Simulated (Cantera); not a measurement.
# Ignition delay

Mixture: 10.2 % CH₄, 1.64 % CO, 14.2 % O₂, 53.4 % N₂, 20.5 % CO₂, equivalence ratio 1.5, at 0.460 bar, adiabatic and at constant volume. Ignition delay is the time to a rise of 400 K.

Detailed kinetics in Cantera: GRI-Mech 3.0 (53 species, 325 reactions).

```csv
T0 (K),delay (ms)
1200,171
1300,39.9
1400,10.7
1500,3.38
1600,1.27
1700,0.565
1800,0.285
```

* **apparent activation energy between 1600 and 1800 K**: 180 kJ/mol
